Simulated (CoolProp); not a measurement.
Vapour-liquid equilibrium of R152A (1) + n-pentane (2) at 3.09 bar; x and y are mole fractions of (1).

Model: multi-fluid Helmholtz-energy mixture model, Outcalt 1996 and Thol 2019; pair parameters Bell 2016, in CoolProp.

```
x     bubble temperature (°C)  y at the bubble point  dew temperature at overall composition x (°C)  liquid density (mol/L)
----  -----------------------  ---------------------  ---------------------------------------------  ----------------------
0.05                     51.2                  0.464                                            [?]                   8.364
0.2                      22.0                  0.816                                           64.8                   9.282
0.35                      [?]                  0.876                                            [?]                     [?]
0.5                      10.7                  0.897                                           49.0                   10.70
0.65                      9.0                  0.912                                           38.4                     [?]
0.8                       7.2                  0.933                                           23.9                     [?]
0.95                      [?]                  0.975                                            6.2                   13.86
```

Question: Fill in the missing entries.

Answer: 
- 0.05, dew temperature at overall composition x (°C): 71.2
- 0.35, bubble temperature (°C): 13.7
- 0.35, dew temperature at overall composition x (°C): 57.5
- 0.35, liquid density (mol/L): 9.983
- 0.65, liquid density (mol/L): 11.53
- 0.8, liquid density (mol/L): 12.56
- 0.95, bubble temperature (°C): 5.2

No azeotrope shows between x = 0.05 and 0.95.

The pair parameters rest on a limited set of measurements; away from them the model extrapolates. With so large a gap from Raoult's law the liquid may split in two, which this calculation doesn't test in full.
